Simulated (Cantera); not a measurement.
Feed: 1 mol CuO, 330 mol H2, 0.44 mol N2, at 1.00 bar.

Equilibrium computed with Cantera from the NASA thermochemical tables; the gas is ideal and each condensed phase is pure. Candidate condensed phases: Cu, CuO, Cu(OH)2, Cu2O, H2O; 27 gas species. Equilibrium is a limit: real reactors are often held back by kinetics, nucleation or transport.

log p: log10 of the partial pressure in bar; n: condensed amount in mol.

```json
[
 {"T (K)": "973", "log p H2": "0.00", "log p H": "[?]", "log p H2O": "-2.52", "log p Cu": "-11.29", "n Cu(s)": "1.00", "n Cu(l)": "0"},
 {"T (K)": "1073", "log p H2": "0.00", "log p H": "[?]", "log p H2O": "-2.52", "log p Cu": "-9.62", "n Cu(s)": "1.00", "n Cu(l)": "0"},
 {"T (K)": "1173", "log p H2": "0.00", "log p H": "[?]", "log p H2O": "-2.52", "log p Cu": "-8.24", "n Cu(s)": "1.000", "n Cu(l)": "0"},
 {"T (K)": "1273", "log p H2": "0.00", "log p H": "[?]", "log p H2O": "-2.52", "log p Cu": "-7.08", "n Cu(s)": "1.000", "n Cu(l)": "0"},
 {"T (K)": "1373", "log p H2": "0.00", "log p H": "[?]", "log p H2O": "-2.52", "log p Cu": "-6.10", "n Cu(s)": "0", "n Cu(l)": "1.000"},
 {"T (K)": "1473", "log p H2": "0.00", "log p H": "[?]", "log p H2O": "-2.52", "log p Cu": "-5.29", "n Cu(s)": "0", "n Cu(l)": "0.998"},
 {"T (K)": "1573", "log p H2": "0.00", "log p H": "[?]", "log p H2O": "-2.52", "log p Cu": "-4.58", "n Cu(s)": "0", "n Cu(l)": "0.991"},
 {"T (K)": "1673", "log p H2": "0.00", "log p H": "[?]", "log p H2O": "-2.52", "log p Cu": "-3.95", "n Cu(s)": "0", "n Cu(l)": "0.963"},
 {"T (K)": "1773", "log p H2": "0.00", "log p H": "[?]", "log p H2O": "-2.52", "log p Cu": "-3.40", "n Cu(s)": "0", "n Cu(l)": "0.869"},
 {"T (K)": "1873", "log p H2": "0.00", "log p H": "[?]", "log p H2O": "-2.52", "log p Cu": "-2.91", "n Cu(s)": "0", "n Cu(l)": "0.595"},
 {"T (K)": "1973", "log p H2": "0.00", "log p H": "[?]", "log p H2O": "-2.52", "log p Cu": "-2.52", "n Cu(s)": "0", "n Cu(l)": "0"},
 {"T (K)": "2073", "log p H2": "0.00", "log p H": "[?]", "log p H2O": "-2.52", "log p Cu": "-2.52", "n Cu(s)": "0", "n Cu(l)": "0"},
 {"T (K)": "2173", "log p H2": "-0.01", "log p H": "[?]", "log p H2O": "-2.52", "log p Cu": "-2.52", "n Cu(s)": "0", "n Cu(l)": "0"},
 {"T (K)": "2273", "log p H2": "-0.01", "log p H": "[?]", "log p H2O": "-2.52", "log p Cu": "-2.52", "n Cu(s)": "0", "n Cu(l)": "0"}
]
```

Problem. Some entries are withheld; supply them.

Solution. 
- 973, log p H: -8.97
- 1073, log p H: -7.85
- 1173, log p H: -6.93
- 1273, log p H: -6.15
- 1373, log p H: -5.48
- 1473, log p H: -4.90
- 1573, log p H: -4.39
- 1673, log p H: -3.94
- 1773, log p H: -3.55
- 1873, log p H: -3.19
- 1973, log p H: -2.87
- 2073, log p H: -2.58
- 2173, log p H: -2.32
- 2273, log p H: -2.08
